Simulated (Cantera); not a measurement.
Input: 1 mol toluene, 0.67 mol H2O, 39 mol H2, at 2800 °C and 750 Torr.

Equilibrium computed with Cantera from the NASA thermochemical tables; the gas is ideal and each condensed phase is pure. Candidate condensed phases: C, C6H6, C7H8, C8H18, H2O; 110 gas species. Kinetics and transport are ignored.

Base state: H2 0.753, H 0.171, C2H2 (acetylene) 0.0573, CO 0.0138, C2H 0.00247, C4H2 0.00182, C3 0.000661, C2H2 (vinylidene) 0.000213 (mole fractions); condensed: gas only.

Q: What changes in the equilibrium state with this change: H2O from 0.67 to 1.1 mol?

A: 
```csv
species,before,after
H2,0.753,0.750
H,0.171,0.170
C2H2 (acetylene),0.0573,0.0527
CO,0.0138,0.0222
C6H2,6.15e-5,4.81e-5
C5,1.49e-5,1.22e-5
C4H2,0.00182,0.00154
C3H3 (propargyl),2.54e-5,2.23e-5
C3,0.000661,0.000586
```
